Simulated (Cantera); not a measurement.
An isothermal, constant-pressure homogeneous reactor starts with 1.13 % CH4, 97.1 % H2, 1.74 % O2, at 2648 K and 0.0132 atm.

Detailed kinetics in Cantera: GRI-Mech 3.0 (53 species, 325 reactions). Radical loss at walls, strong at low pressure, is not modelled. The temperature is held fixed by assumption; the heat of reaction is taken as removed at once.

One state of this run: x CH4 = 0.00430; x H2 = 0.916; x O2 = 9.06e-5; x O = 1.11e-5; x H = 0.0408; x C2H4 = 3.45e-5. x: mole fraction; the columns are a selection and need not sum to one.

**Question.** Which value of t (s) does it belong to?
(A) 0.0237
(B) 0.000630
(C) 2.98
(D) 10.0

**Answer.** B, 0.000630
